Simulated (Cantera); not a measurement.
Input: 1 mol SiCl4, 45 mol N2, held at 1623 K and 10000 Pa.

Method: chemical equilibrium by Gibbs-energy minimisation in Cantera with the NASA 1993 tables (ideal gas, pure condensed phases). Candidate condensed phases: Si, Si3N4; 13 gas species. The tables' values for SiCl3 are old estimates; treat these amounts as uncertain. The numbers say what is thermodynamically allowed, not how fast it happens.

Base state: N2 0.976, SiCl4 0.0197, Cl 0.00228, SiCl3 0.00168, SiCl2 0.000334, Cl2 3.29e-5 (mole fractions); condensed: gas only.

Problem. What changes in the equilibrium state with this change: 0.16 mol H2 added?

Solution. 
```tsv
species	before	after
N2	0.976	0.971
SiCl4	0.0197	0.0159
HCl	0	0.00690
Cl2	3.29e-5	4.37e-6
SiCl2	0.000334	0.00202
Cl	0.00228	0.000831
```
Further candidate phases: NH4Cl.
